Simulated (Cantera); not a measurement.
A closed system holds: 1 mol Si, 6.2 mol H2, a varied amount of Cl2, equilibrated at 0.110 bar.

Points: T (K) = 700, 750, 800, 850, 900, 950, 1000, 1050, 1100, 1150, 1200, 1250, 1300, 1350; n(Cl2) (mol) = 0.5, 0.57, 0.65, 0.73, 0.83, 0.95, 1.1, 1.2, 1.4, 1.6, 1.8, 2.

Cantera's Mixture.equilibrate('TP', solver="vcs", rtol=1e-11, max_steps=5000) on the NASA tables stopped like this:

```
ERROR: FAILURE its = 5001!

*******************************************************************************
CanteraError thrown by MultiPhase::equilibrate:
VCS solver failed. Return code: -1
*******************************************************************************
```

**Question.** What got this run through?

**Answer.** One answer among several that fit: The failure is numerical, not chemical. The same input converged with solver="gibbs", rtol=1e-10, max_steps=50000, and the result passed a check of the equilibrium conditions:
```
    700        0.5  Si(cr)
    700       0.57  Si(cr)
    700       0.65  Si(cr)
    700       0.73  Si(cr)
    700       0.83  Si(cr)
    700       0.95  Si(cr)
    700        1.1  Si(cr)
    700        1.2  Si(cr)
    700        1.4  Si(cr)
    700        1.6  Si(cr)
    700        1.8  Si(cr)
    700          2  gas only
    750        0.5  Si(cr)
    750       0.57  Si(cr)
    750       0.65  Si(cr)
    750       0.73  Si(cr)
    750       0.83  Si(cr)
    750       0.95  Si(cr)
    750        1.1  Si(cr)
    750        1.2  Si(cr)
    750        1.4  Si(cr)
    750        1.6  Si(cr)
    750        1.8  Si(cr)
    750          2  gas only
    800        0.5  Si(cr)
    800       0.57  Si(cr)
    800       0.65  Si(cr)
    800       0.73  Si(cr)
    800       0.83  Si(cr)
    800       0.95  Si(cr)
    800        1.1  Si(cr)
    800        1.2  Si(cr)
    800        1.4  Si(cr)
    800        1.6  Si(cr)
    800        1.8  Si(cr)
    800          2  gas only
    850        0.5  Si(cr)
    850       0.57  Si(cr)
    850       0.65  Si(cr)
    850       0.73  Si(cr)
    850       0.83  Si(cr)
    850       0.95  Si(cr)
    850        1.1  Si(cr)
    850        1.2  Si(cr)
    850        1.4  Si(cr)
    850        1.6  Si(cr)
    850        1.8  Si(cr)
    850          2  gas only
    900        0.5  Si(cr)
    900       0.57  Si(cr)
    900       0.65  Si(cr)
    900       0.73  Si(cr)
    900       0.83  Si(cr)
    900       0.95  Si(cr)
    900        1.1  Si(cr)
    900        1.2  Si(cr)
    900        1.4  Si(cr)
    900        1.6  Si(cr)
    900        1.8  Si(cr)
    900          2  gas only
    950        0.5  Si(cr)
    950       0.57  Si(cr)
    950       0.65  Si(cr)
    950       0.73  Si(cr)
    950       0.83  Si(cr)
    950       0.95  Si(cr)
    950        1.1  Si(cr)
    950        1.2  Si(cr)
    950        1.4  Si(cr)
    950        1.6  Si(cr)
    950        1.8  Si(cr)
    950          2  gas only
   1000        0.5  Si(cr)
   1000       0.57  Si(cr)
   1000       0.65  Si(cr)
   1000       0.73  Si(cr)
   1000       0.83  Si(cr)
   1000       0.95  Si(cr)
   1000        1.1  Si(cr)
   1000        1.2  Si(cr)
   1000        1.4  Si(cr)
   1000        1.6  Si(cr)
   1000        1.8  Si(cr)
   1000          2  gas only
   1050        0.5  Si(cr)
   1050       0.57  Si(cr)
   1050       0.65  Si(cr)
   1050       0.73  Si(cr)
   1050       0.83  Si(cr)
   1050       0.95  Si(cr)
   1050        1.1  Si(cr)
   1050        1.2  Si(cr)
   1050        1.4  Si(cr)
   1050        1.6  Si(cr)
   1050        1.8  Si(cr)
   1050          2  gas only
   1100        0.5  Si(cr)
   1100       0.57  Si(cr)
   1100       0.65  Si(cr)
   1100       0.73  Si(cr)
   1100       0.83  Si(cr)
   1100       0.95  Si(cr)
   1100        1.1  Si(cr)
   1100        1.2  Si(cr)
   1100        1.4  Si(cr)
   1100        1.6  Si(cr)
   1100        1.8  Si(cr)
   1100          2  gas only
   1150        0.5  Si(cr)
   1150       0.57  Si(cr)
   1150       0.65  Si(cr)
   1150       0.73  Si(cr)
   1150       0.83  Si(cr)
   1150       0.95  Si(cr)
   1150        1.1  Si(cr)
   1150        1.2  Si(cr)
   1150        1.4  Si(cr)
   1150        1.6  Si(cr)
   1150        1.8  Si(cr)
   1150          2  Si(cr)
   1200        0.5  Si(cr)
   1200       0.57  Si(cr)
   1200       0.65  Si(cr)
   1200       0.73  Si(cr)
   1200       0.83  Si(cr)
   1200       0.95  Si(cr)
   1200        1.1  Si(cr)
   1200        1.2  Si(cr)
   1200        1.4  Si(cr)
   1200        1.6  Si(cr)
   1200        1.8  Si(cr)
   1200          2  Si(cr)
   1250        0.5  Si(cr)
   1250       0.57  Si(cr)
   1250       0.65  Si(cr)
   1250       0.73  Si(cr)
   1250       0.83  Si(cr)
   1250       0.95  Si(cr)
   1250        1.1  Si(cr)
   1250        1.2  Si(cr)
   1250        1.4  Si(cr)
   1250        1.6  Si(cr)
   1250        1.8  Si(cr)
   1250          2  gas only
   1300        0.5  Si(cr)
   1300       0.57  Si(cr)
   1300       0.65  Si(cr)
   1300       0.73  Si(cr)
   1300       0.83  Si(cr)
   1300       0.95  Si(cr)
   1300        1.1  Si(cr)
   1300        1.2  Si(cr)
   1300        1.4  Si(cr)
   1300        1.6  Si(cr)
   1300        1.8  Si(cr)
   1300          2  gas only
   1350        0.5  Si(cr)
   1350       0.57  Si(cr)
   1350       0.65  Si(cr)
   1350       0.73  Si(cr)
   1350       0.83  Si(cr)
   1350       0.95  Si(cr)
   1350        1.1  Si(cr)
   1350        1.2  Si(cr)
   1350        1.4  Si(cr)
   1350        1.6  Si(cr)
   1350        1.8  Si(cr)
   1350          2  gas only
```

The gas is ideal and each condensed phase is pure. The tables' values for SiCl3 are old estimates.
